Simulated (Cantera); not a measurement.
Input: 1 mol Ti(OiPr)4, 32 mol H2.

Equilibrium computed with Cantera from the NASA thermochemical tables; the gas is ideal and each condensed phase is pure. Candidate condensed phases: C, C6H6, C7H8, C8H18, H2O, Ti, TiC, TiO, TiO2, Ti2O3, Ti3O5, Ti4O7; 113 gas species. The feed counts by its element totals alone. Mutual solubility and eutectic melting of coexisting phases are not modelled. TiC: taken at fixed stoichiometry. Condensed phases not in the tables: Magnéli phases beyond Ti4O7. Rates play no part.

Stable condensed phases, one row left out:

```
T in K \ P in Pa
             10     28     77    220    600   1700   4600  13000  36000 100000
   2200       A      A      A      A      A      A      A      A      A      A
   2100       A      A      A      A      A      A      A      A      A      A
   2000       A      A      A      A      A      A      A      A      A      A
   1900       A      A      A      A      A      A      A      A      A      A
   1800       A      A      A      A      A      A      A      A      A      A
   1700       A      A      A      A      A      A      A      A      A      A
   1600       A      A      A      A      A      A      A      A      A      A
   1500       A      A      A      A      A      A      A      A      A      A
   1400       A      A      A      A      A      A      A      A      A      B
   1300       A      A      A      A      A      A      A      A      C      C
   1200       A      A      A      A      A      A      C      C      D      E
   1000       F      C      D      D      E      E      E      E      E      E
```

A: C + TiC; B: C + TiC + Ti3O5; C: C + Ti3O5; D: C + Ti4O7; E: C + TiO2; F: C + TiC + Ti2O3.

Question: Give the row for 1100 K.

Answer: 10: C + TiC; 28: C + TiC; 77: C + TiC; 220: C + TiC + Ti3O5; 600: C + Ti3O5; 1700: C + Ti4O7; 4600: C + Ti4O7; 13000: C + TiO2; 36000: C + TiO2; 100000: C + TiO2.
